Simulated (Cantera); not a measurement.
A Cantera script and its output.

```python
import numpy as np
import cantera as ct

gas = ct.Solution("gri30.yaml")
gas.TPX = 1173, 100000, {'N2O': 1, 'H2O': 0.12}
inlet = ct.Reservoir(gas, clone=True)

reactor = ct.IdealGasConstPressureReactor(gas, energy="off", clone=False)
exhaust = ct.Reservoir(gas, clone=True)
tau = [18, 6.3, 2.2, 0.76, 0.26, 0.091, 0.031, 0.011, 0.0038, 0.0013, 0.00045][0]
for a, b in ((inlet, reactor), (reactor, exhaust)):
    ct.MassFlowController(a, b, mdot=lambda t: reactor.mass / tau)
net = ct.ReactorNet([reactor])
show = ['N2O', 'H2O', 'OH', 'NO', 'O', 'N2', 'O2']

rows = []
print(f"{'tau/s':>10s}{'T/K':>9s}" + "".join(f"{s:>11s}" for s in show))
for tau in [18, 6.3, 2.2, 0.76, 0.26, 0.091, 0.031, 0.011, 0.0038, 0.0013, 0.00045]:
    net.initial_time = 0.0
    net.advance(30 * tau)
    before = gas.X
    net.advance(40 * tau)
    drift = np.max(np.abs(gas.X - before) / (gas.X + 1e-9))
    rows.append([gas.T, *gas[show].X, drift])
    print(f"{tau:10.3e}{gas.T:9.1f}" + "".join(f"{x:11.3e}" for x in gas[show].X))
```

It prints:

```
     tau/s      T/K        N2O        H2O         OH         NO          O         N2         O2
 1.800e+01   1173.0  9.219e-02  7.750e-02  1.422e-05  1.984e-02  4.232e-07  5.435e-01  2.664e-01
 6.300e+00   1173.0  2.025e-01  8.159e-02  1.741e-05  2.202e-02  6.143e-07  4.661e-01  2.271e-01
 2.200e+00   1173.0  3.821e-01  8.824e-02  2.064e-05  1.934e-02  8.280e-07  3.433e-01  1.662e-01
 7.600e-01   1173.0  5.919e-01  9.601e-02  2.304e-05  1.252e-02  1.027e-06  2.017e-01  9.707e-02
 2.600e-01   1173.0  7.534e-01  1.020e-01  2.352e-05  5.960e-03  1.184e-06  9.329e-02  4.459e-02
 9.100e-02   1173.0  8.369e-01  1.051e-01  2.196e-05  2.337e-03  1.302e-06  3.745e-02  1.773e-02
 3.100e-02   1173.0  8.726e-01  1.064e-01  1.930e-05  8.076e-04  1.399e-06  1.353e-02  6.339e-03
 1.100e-02   1173.0  8.855e-01  1.069e-01  1.674e-05  2.928e-04  1.461e-06  4.900e-03  2.279e-03
 3.800e-03   1173.0  8.903e-01  1.070e-01  1.429e-05  1.113e-04  1.488e-06  1.695e-03  7.856e-04
 1.300e-03   1173.0  8.920e-01  1.071e-01  1.166e-05  4.357e-05  1.489e-06  5.732e-04  2.634e-04
 4.500e-04   1173.0  8.926e-01  1.071e-01  8.556e-06  1.647e-05  1.476e-06  1.944e-04  8.695e-05
```

Cantera simulation using GRI-Mech 3.0 (53 species, 325 reactions); the numbers are that mechanism's predictions, not measurements. GRI-Mech 3.0 was tuned for natural gas; its chemistry of N2O as a main component is partial and can be far from experiment. The mechanism lacks the step 2 NO + O2 → 2 NO2, which can matter for NO2 below about 1400 K. The temperature is held fixed by assumption; the heat of reaction is taken as removed at once.
